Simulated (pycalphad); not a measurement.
All values are pycalphad results on the COST 507 light-alloy database (1999) (1 atm), not direct measurements. These are 1990s assessments: newer ones move some temperatures and phases. Amounts are mole fractions of atoms.

**Question.** Compare equilibrium and Scheil-Gulliver solidification of Hf-0.2492C (wt.%).

**Answer.** Both start at the liquidus, 2275 °C. In full equilibrium the last liquid goes at 2221 °C (range 54 K), and at 2202 °C the alloy holds hcp. With no diffusion in the solid (Scheil-Gulliver, steps of 4 K) the liquid lasts to an invariant point at 2206 °C (range 69 K), where the last 0.31 of it freezes; the solid then holds hcp 0.80, bcc 0.20.

```json
[
 {"last step ahead of the change, T (°C)": "2275", "liquid left there": "1.00", "liquid composition there (wt.%)": "0.25 C", "solids forming below it": "hcp"},
 {"last step ahead of the change, T (°C)": "2206", "liquid left there": "0.31", "liquid composition there (wt.%)": "0.09 C", "solids forming below it": "bcc + hcp"}
]
```
Solids once formed stay as they are in this model, so peritectic reactions do not proceed; the changes are located to one step. Interstitial elements diffuse fast in the metal, so real castings lie closer to equilibrium.
